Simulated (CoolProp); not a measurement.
Octamethyltrisiloxane (MDM) along the isobar 1.78 MPa: Z from the reference equation and from simpler models built on Tc = 565.4 K, pc = 1.438 MPa, ω = 0.528; each cubic takes its own stable root.

Model: reference Helmholtz-energy equation of state, Thol 2017, in CoolProp.

| T (K) | phase | reference | van der Waals | Soave-Redlich-Kwong | Peng-Robinson |
|---|---|---|---|---|---|
| 296.8 | liquid | 0.2083 | 0.3582 | 0.2327 | 0.2073 |
| 311.4 | liquid | 0.2021 | 0.3460 | 0.2246 | 0.1999 |
| 326.1 | liquid | (withheld) | 0.3351 | 0.2174 | (withheld) |
| 340.7 | liquid | 0.1917 | 0.3254 | 0.2112 | 0.1877 |
| 355.4 | liquid | 0.1875 | 0.3168 | 0.2057 | 0.1827 |
| 370 | liquid | 0.1838 | 0.3092 | 0.2010 | 0.1784 |
| 384.7 | liquid | (withheld) | 0.3025 | 0.1971 | 0.1748 |
| 399.3 | liquid | 0.1779 | 0.2967 | 0.1938 | 0.1718 |
| 414 | liquid | 0.1757 | 0.2917 | 0.1912 | 0.1694 |
| 428.6 | liquid | 0.1740 | 0.2876 | 0.1894 | 0.1677 |
| 443.2 | liquid | 0.1728 | 0.2842 | 0.1883 | 0.1667 |
| 457.9 | liquid | 0.1722 | 0.2818 | 0.1881 | 0.1664 |
| 472.5 | liquid | 0.1721 | 0.2802 | 0.1888 | 0.1670 |

Q: Complete the blanks.

A: 
- 326.1, reference: 0.1966
- 326.1, Peng-Robinson: 0.1934
- 384.7, reference: 0.1806
